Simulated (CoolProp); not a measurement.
Properties of dimethyl carbonate along the isotherm 326.85 °C (Tc = 283.9 °C, pc = 49.09 bar, ω = 0.346).

The numbers come from the reference Helmholtz-energy equation of state, Zhou 2011 in CoolProp.

| p (bar) | phase | density (kg/m³) | Joule-Thomson coefficient (K/MPa) | isothermal compressibility (1/MPa) | expansivity (1/kK) |
|---|---|---|---|---|---|
| 18.9 | gas | 38.35 | 6.335 | ? | 2.454 |
| 37.8 | gas | 89.65 | 7.744 | 0.3631 | 4.130 |
| 56.6 | supercritical | 169.4 | 9.334 | 0.3301 | 8.720 |
| 75.5 | supercritical | 312.9 | 7.751 | 0.2921 | 17.73 |
| 94.4 | supercritical | 449.0 | 3.751 | 0.1090 | 11.73 |
| 113 | supercritical | 516.6 | 2.197 | 0.05313 | 7.641 |
| 132 | supercritical | 559.2 | ? | 0.03311 | 5.719 |
| 151 | supercritical | 589.6 | 1.079 | 0.02356 | 4.628 |
| 170 | supercritical | 613.1 | 0.8191 | 0.01811 | 3.925 |
| 189 | supercritical | 632.3 | 0.6382 | 0.01465 | 3.435 |
| 208 | supercritical | 648.6 | 0.5050 | 0.01227 | 3.072 |
| 227 | supercritical | 662.8 | 0.4027 | 0.01055 | 2.793 |
| 245 | supercritical | 674.7 | 0.3256 | 0.009302 | ? |

Task: Fill in the missing entries.

Result: 
- 18.9, isothermal compressibility (1/MPa): 0.5990
- 132, Joule-Thomson coefficient (K/MPa): 1.482
- 245, expansivity (1/kK): 2.582
